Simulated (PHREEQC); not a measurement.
NaOH is added in steps, without added water, to 1 kg of water holding 0.081 mol/kgw Na2HAsO4, at 25 °C. O2 is buffered at 0.21 atm. CO2 is held at log p = -3.4 (atm). Solids allowed: Nahcolite, Natron. Others were left out.

Base run: PHREEQC, ion-association model, wateq4f.dat. Each further column changes one thing. The table gives CO3-2 (mol/kgw).

```json
[
 {"NaOH added (mol)": "0", "base": "4.38e-5", "metal-ligand complexes left out": "?", "Davies equation for every ion": "4.30e-5", "Debye-Hückel limiting law": "3.80e-5", "all activity coefficients set to 1": "4.18e-5"},
 {"NaOH added (mol)": "0.015", "base": "0.00124", "metal-ligand complexes left out": "0.00172", "Davies equation for every ion": "0.00122", "Debye-Hückel limiting law": "0.00168", "all activity coefficients set to 1": "0.000647"},
 {"NaOH added (mol)": "0.025", "base": "0.00257", "metal-ligand complexes left out": "0.00380", "Davies equation for every ion": "0.00251", "Debye-Hückel limiting law": "0.00360", "all activity coefficients set to 1": "0.00127"},
 {"NaOH added (mol)": "0.04", "base": "0.00483", "metal-ligand complexes left out": "0.00764", "Davies equation for every ion": "0.00469", "Debye-Hückel limiting law": "0.00702", "all activity coefficients set to 1": "0.00229"},
 {"NaOH added (mol)": "0.055", "base": "0.00724", "metal-ligand complexes left out": "0.0120", "Davies equation for every ion": "0.00700", "Debye-Hückel limiting law": "0.0109", "all activity coefficients set to 1": "0.00333"},
 {"NaOH added (mol)": "0.065", "base": "0.00888", "metal-ligand complexes left out": "0.0152", "Davies equation for every ion": "0.00856", "Debye-Hückel limiting law": "0.0136", "all activity coefficients set to 1": "0.00402"},
 {"NaOH added (mol)": "0.08", "base": "0.0114", "metal-ligand complexes left out": "0.0201", "Davies equation for every ion": "0.0109", "Debye-Hückel limiting law": "0.0178", "all activity coefficients set to 1": "0.00503"},
 {"NaOH added (mol)": "0.095", "base": "0.0139", "metal-ligand complexes left out": "0.0253", "Davies equation for every ion": "0.0132", "Debye-Hückel limiting law": "?", "all activity coefficients set to 1": "0.00601"},
 {"NaOH added (mol)": "0.105", "base": "0.0155", "metal-ligand complexes left out": "0.0289", "Davies equation for every ion": "0.0147", "Debye-Hückel limiting law": "0.0254", "all activity coefficients set to 1": "0.00665"},
 {"NaOH added (mol)": "0.12", "base": "0.0180", "metal-ligand complexes left out": "?", "Davies equation for every ion": "0.0170", "Debye-Hückel limiting law": "0.0301", "all activity coefficients set to 1": "0.00758"},
 {"NaOH added (mol)": "0.135", "base": "0.0204", "metal-ligand complexes left out": "0.0400", "Davies equation for every ion": "0.0191", "Debye-Hückel limiting law": "0.0349", "all activity coefficients set to 1": "0.00847"},
 {"NaOH added (mol)": "0.145", "base": "0.0220", "metal-ligand complexes left out": "0.0438", "Davies equation for every ion": "0.0206", "Debye-Hückel limiting law": "0.0382", "all activity coefficients set to 1": "0.00904"},
 {"NaOH added (mol)": "0.16", "base": "0.0244", "metal-ligand complexes left out": "0.0496", "Davies equation for every ion": "0.0226", "Debye-Hückel limiting law": "0.0432", "all activity coefficients set to 1": "0.00988"}
]
```

Problem. Some entries are withheld; supply them.

Solution. 
- 0, metal-ligand complexes left out: 4.73e-5
- 0.095, Debye-Hückel limiting law: 0.0223
- 0.12, metal-ligand complexes left out: 0.0344
